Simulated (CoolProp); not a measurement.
R21 along the isotherm 473 K: fugacity coefficient from the reference equation and from simpler models built on Tc = 452.7 K, pc = 5.289 MPa, ω = 0.206; each cubic takes its own stable root.

Computed with CoolProp (reference Helmholtz-energy equation of state, Platzer 1990). This equation is an older, rougher fit; its heat capacities, sound speeds and derivatives of the liquid may be far off and weren't checked against measurements.

```json
[
 {"p (MPa)": "0.793", "phase": "gas", "reference": "0.9571"},
 {"p (MPa)": "1.59", "phase": "gas", "reference": "0.9142"},
 {"p (MPa)": "2.38", "phase": "gas", "reference": "0.8720"},
 {"p (MPa)": "3.17", "phase": "gas", "reference": "0.8298"},
 {"p (MPa)": "3.97", "phase": "gas", "reference": "0.7870"},
 {"p (MPa)": "4.76", "phase": "gas", "reference": "0.7444"},
 {"p (MPa)": "5.55", "phase": "supercritical", "reference": "0.7012"},
 {"p (MPa)": "6.35", "phase": "supercritical", "reference": "0.6560"},
 {"p (MPa)": "7.14", "phase": "supercritical", "reference": "0.6102"},
 {"p (MPa)": "7.93", "phase": "supercritical", "reference": "0.5679"}
]
```

Q: How far does each simpler model (Redlich-Kwong, Soave-Redlich-Kwong) lie from the reference over these 10 states: mean and median of the absolute difference, and the worst?

A: 
- Redlich-Kwong: mean 0.3 %, median 0.4 %, worst -0.5 % at 473 K and 3.97 MPa
- Soave-Redlich-Kwong: mean 0.5 %, median 0.2 %, worst +1.9 % at 473 K and 7.93 MPa
